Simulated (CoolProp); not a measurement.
Vapour-liquid equilibrium of n-octane (1) + o-xylene (2) at 94.55 °C; x and y are mole fractions of (1).

The numbers come from the multi-fluid Helmholtz-energy mixture model, Beckmüller 2019 and Zhou 2012; pair parameters Bell 2016 in CoolProp.

| x | bubble pressure, mixture model (MPa) | bubble pressure, Raoult's law (MPa) | y, mixture model | y, Raoult's law |
|---|---|---|---|---|
| 0.05 | 0.02294 | 0.02274 | 0.093 | 0.086 |
| 0.125 | 0.02446 | 0.02403 | 0.214 | 0.203 |
| 0.2 | 0.02591 | 0.02533 | 0.319 | 0.309 |
| 0.275 | 0.02731 | 0.02662 | 0.412 | 0.404 |
| 0.35 | 0.02866 | 0.02791 | 0.494 | 0.490 |
| 0.425 | 0.02997 | 0.02920 | 0.569 | 0.569 |
| 0.5 | 0.03123 | 0.03050 | 0.637 | 0.641 |
| 0.575 | 0.03247 | 0.03179 | 0.701 | 0.707 |
| 0.65 | 0.03368 | 0.03308 | 0.760 | 0.769 |
| 0.725 | 0.03487 | 0.03437 | 0.816 | 0.825 |
| 0.8 | 0.03605 | 0.03567 | 0.869 | 0.877 |
| 0.875 | 0.03720 | 0.03696 | 0.920 | 0.926 |
| 0.95 | 0.03835 | 0.03825 | 0.968 | 0.971 |

The largest gap from Raoult's law is +2.7 % in bubble pressure, at x = 0.35. No azeotrope shows between x = 0.05 and 0.95.

Pair parameters are fitted to limited data, so mixtures are less certain than the pure fluids.
